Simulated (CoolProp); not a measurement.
n-decane along the isobar 11.9 MPa: Z from the reference equation and from simpler models built on Tc = 617.7 K, pc = 2.101 MPa, ω = 0.488; each cubic takes its own stable root.

Computed with CoolProp (reference Helmholtz-energy equation of state, Lemmon 2006). It is a short technical equation, of lower accuracy than the large ones.

```csv
T (K),phase,reference,Soave-Redlich-Kwong,Peng-Robinson
267,liquid,1.006,1.237,1.106
287.3,liquid,0.9534,1.162,1.038
307.7,liquid,0.9083,1.098,0.9806
328,liquid,0.8696,1.044,0.9313
348.4,liquid,0.8359,0.9961,0.8886
368.8,liquid,0.8066,0.9552,0.8517
389.1,liquid,0.7812,0.9200,0.8200
409.5,liquid,0.7592,0.8895,0.7925
```
